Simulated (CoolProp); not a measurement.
The numbers come from the reference Helmholtz-energy equation of state, Marx 1992 in CoolProp.

Q: Give the vapour pressure (MPa), liquid density (kg/m³), vapour density (kg/m³), enthalpy of vaporisation (kJ/kg) of saturated R113 at 133.65, 163.05 °C.

A: 
```json
[
 {"T (°C)": "133.65", "p (MPa)": "0.898", "liquid density (kg/m³)": "1260", "vapour density (kg/m³)": "61.8", "enthalpy of vaporisation (kJ/kg)": "110"},
 {"T (°C)": "163.05", "p (MPa)": "1.53", "liquid density (kg/m³)": "1150", "vapour density (kg/m³)": "112", "enthalpy of vaporisation (kJ/kg)": "92.1"}
]
```
